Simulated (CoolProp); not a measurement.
Ethylbenzene along the isobar 169 bar: fugacity coefficient from the reference equation and from simpler models built on Tc = 617.1 K, pc = 36.22 bar, ω = 0.304; each cubic takes its own stable root.

Model: reference Helmholtz-energy equation of state, Zhou 2012, in CoolProp.

```
T (K)   phase  reference  van der Waals  Redlich-Kwong  Soave-Redlich-Kwong  Peng-Robinson
-----  ------  ---------  -------------  -------------  -------------------  -------------
241    liquid   2.957e-6            ___       2.331e-5             3.496e-6       3.849e-6
255.6  liquid   1.029e-5       0.007283       6.944e-5             1.182e-5       1.259e-5
270.3  liquid   3.082e-5        0.01044      0.0001792             3.466e-5            ___
284.9  liquid   8.029e-5        0.01439      0.0004060                  ___            ___
299.6  liquid  0.0001882        0.01924      0.0008344            0.0002064      0.0002047
314.2  liquid        ___        0.02498       0.001566            0.0004349      0.0004243
328.9  liquid        ___        0.03172       0.002745            0.0008516      0.0008195
343.5  liquid   0.001432        0.03938       0.004507             0.001552       0.001476
```

Problem. Complete the blanks.

Solution. 
- 241, van der Waals: 0.004871
- 270.3, Peng-Robinson: 3.588e-5
- 284.9, Soave-Redlich-Kwong: 8.895e-5
- 284.9, Peng-Robinson: 8.996e-5
- 314.2, reference: 0.0003992
- 328.9, reference: 0.0007847
